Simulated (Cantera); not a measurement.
Stirred combustor or abatement burner

A perfectly stirred reactor is fed with CH4 : C2H6 : O2 : N2 : H2O = 1 : 0.17 : 2.6 : 17.6 : 1.6 (molar parts), equivalence ratio 1.00, at 100000 Pa; it is adiabatic with a 423 K inlet, and is followed from long to short residence time, starting on the burning branch (τ in s: 0.059, 0.023, 0.0092, 0.0036, 0.0014, 0.00057, 0.00022, 8.8e-05, 3.5e-05).

Cantera simulation using GRI-Mech 3.0 (53 species, 325 reactions); the numbers are that mechanism's predictions, not measurements.

| τ (s) | T (K) | x CH4 | x C2H6 | x O2 | x N2O | x CH3 |
|---|---|---|---|---|---|---|
| 0.059 | 1646 | 1.95e-5 | 7.11e-7 | 0.00314 | 7.75e-8 | 6.05e-6 |
| 0.023 | 1628 | 3.68e-5 | 1.38e-6 | 0.00415 | 7.86e-8 | 1.04e-5 |
| 0.0092 | 1605 | 7.21e-5 | 2.69e-6 | 0.00546 | 7.79e-8 | 1.85e-5 |
| 0.0036 | 1574 | 0.000158 | 5.77e-6 | 0.00741 | 7.59e-8 | 3.59e-5 |
| 0.0014 | 1520 | 0.000473 | 1.65e-5 | 0.0113 | 7.11e-8 | 8.79e-5 |
| 0.00057 | 423 | 0.0435 | 0.00740 | 0.113 | <1e-12 | <1e-12 |
| 0.00022 | 423 | 0.0435 | 0.00740 | 0.113 | <1e-12 | <1e-12 |
| 8.8e-5 | 423 | 0.0435 | 0.00740 | 0.113 | <1e-12 | <1e-12 |
| 3.5e-5 | 423 | 0.0435 | 0.00740 | 0.113 | <1e-12 | <1e-12 |
x: mole fraction; the columns are a selection and need not sum to one.
